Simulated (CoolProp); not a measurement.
Saturation properties of nitrous oxide (Tc = 36.4 °C, pc = 72.45 bar, ω = 0.161).

The numbers come from the reference Helmholtz-energy equation of state, Lemmon 2006 in CoolProp. It is a short technical equation, of lower accuracy than the large ones.

| T (°C) | p (bar) | liquid density (kg/m³) | vapour density (kg/m³) | enthalpy of vaporisation (kJ/kg) | surface tension (mN/m) |
|---|---|---|---|---|---|
| -52.75 | 5.808 | 1119 | 15.33 | 329.8 | 15.8 |
| -48.05 | 6.981 | 1103 | 18.28 | 323.1 | 14.8 |
| -43.35 | 8.322 | 1087 | 21.67 | 316.2 | 13.8 |
| -38.55 | 9.879 | 1070 | 25.61 | 308.7 | 12.8 |
| -33.85 | 11.60 | 1052 | 30.01 | 301.2 | 11.9 |
| -29.15 | 13.54 | 1034 | 35.01 | 293.2 | 10.9 |
| -24.45 | 15.70 | 1016 | 40.67 | 284.8 | 9.99 |
| -19.75 | 18.11 | 997.0 | 47.09 | 276.0 | 9.07 |
| -15.05 | 20.77 | 977.2 | 54.37 | 266.7 | 8.16 |
| -10.35 | 23.70 | 956.5 | 62.63 | 256.9 | 7.27 |
| -5.65 | 26.93 | 934.8 | 72.04 | 246.4 | 6.40 |
| -0.95 | 30.47 | 911.9 | 82.81 | 235.1 | 5.55 |
| 3.75 | 34.33 | 887.5 | 95.21 | 222.9 | 4.72 |

It boils at -88.5 °C under 1 atm.

Surface tension comes from a separate correlation (Mulero 2012).
